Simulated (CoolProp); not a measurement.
The numbers come from the reference Helmholtz-energy equation of state, Zhou 2012 in CoolProp.

Question: For ethylbenzene, give the phase and the Z, cv (kJ/(kg K)), speed of sound (m/s), Joule-Thomson coefficient (K/MPa) at 350.7 K and 2.66 MPa; 350.7 K and 11.2 MPa.

Answer: 
- 350.7 K and 2.66 MPa: liquid; Z 0.118, cv 1.51, speed of sound 1120, Joule-Thomson coefficient -0.393
- 350.7 K and 11.2 MPa: liquid; Z 0.493, cv 1.51, speed of sound 1170, Joule-Thomson coefficient -0.407
